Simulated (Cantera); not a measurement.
A perfectly stirred reactor is fed with CH₄ : O₂ : N₂ = 1 : 1.67 : 6.27 (molar parts), at 3750 Torr; it is adiabatic with a 575 K inlet, and is followed from long to short residence time, starting on the burning branch (τ in s: 0.073, 0.037, 0.019, 0.0096, 0.0049, 0.0025, 0.0013, 0.00064, 0.00032, 0.00016, 8.3e-05, 4.2e-05).

Computed with Cantera and GRI-Mech 3.0 (53 species, 325 reactions).

**Question.** What does this change do: N2 6.27 to 8.6 parts?

**Answer.** 
```
quantity                                                                          before                                 after
------------------------------------------------  --------------------------------------  ------------------------------------
blow-out, bracketed by the residence times tried  burning at 42.0 µs, the shortest tried  burning at 0.320 ms, out at 0.160 ms
x(CH₄) at τ = 73.0 ms                                                            7.07e-6                               9.64e-5
x(O₂) at τ = 73.0 ms                                                            0.000118                              0.000106
x(C₂H) at τ = 73.0 ms                                                           3.04e-11                               1.14e-9
x(CH₂CO) at τ = 73.0 ms                                                          1.12e-8                               1.69e-7
x(CH₃) at τ = 73.0 ms                                                            3.61e-6                               1.92e-5
x(CH₄) at τ = 1.30 ms                                                            8.35e-5                              0.000587
x(O₂) at τ = 1.30 ms                                                             0.00113                               0.00199
x(C₂H) at τ = 1.30 ms                                                            5.36e-9                               6.34e-8
x(CH₂CO) at τ = 1.30 ms                                                          2.74e-7                               4.63e-6
x(CH₃) at τ = 1.30 ms                                                            5.75e-5                              0.000217
```
